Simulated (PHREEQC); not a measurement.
A PHREEQC speciation (ion-association model, phreeqc.dat) at 45 °C gives pH 5.86 and these molalities:

```csv
species,mol/kgw
MnSO4,0.117
Mn+2,0.101
SO4-2,0.0938
Cl-,0.0227
ZnSO4,0.00434
Zn+2,0.00409
K+,0.00263
Zn(SO4)2-2,0.00244
MnCl+,0.00226
KSO4-,0.000471
ZnCl+,0.000124
MnCl2,9.06e-6
HSO4-,5.83e-6
ZnOH+,4.07e-6
MnOH+,3.20e-6
H+,1.79e-6
ZnCl2,1.24e-6
```

Q: What are the element totals, and what could have been dissolved in 1 kg of water to give them?

A: Several could match; the one computed here: totals Cl 0.0251, K 0.00310, Mn(2) 0.220, S(6) 0.220, Zn 0.0110 mol/kgw, from 0.011 mol ZnCl2, 0.0031 mol KCl and 0.22 mol MnSO4 per kg of water.

No solid was allowed to form. At this temperature some constants are extrapolated from 25 °C, and those without enthalpy data are left unchanged.
